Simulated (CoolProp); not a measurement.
Properties of n-undecane along the isobar 1690 kPa (Tc = 638.8 K, pc = 1990 kPa, ω = 0.539).

Model: reference Helmholtz-energy equation of state, Aleksandrov 2011, in CoolProp. It is a short technical equation, of lower accuracy than the large ones.

| T (K) | phase | Z | cp (kJ/(kg K)) |
|---|---|---|---|
| 521.2 | liquid | 0.1101 | 3.095 |
| 532.2 | liquid | 0.1101 | 3.145 |
| 543.2 | liquid | 0.1104 | 3.198 |
| 554.1 | liquid | 0.1110 | 3.253 |
| 565.1 | liquid | 0.1119 | 3.314 |
| 576.1 | liquid | 0.1132 | 3.383 |
| 587.1 | liquid | 0.1150 | 3.465 |
| 598 | liquid | 0.1177 | 3.570 |
| 609 | liquid | 0.1219 | 3.731 |
| 620 | liquid | 0.1291 | 4.076 |
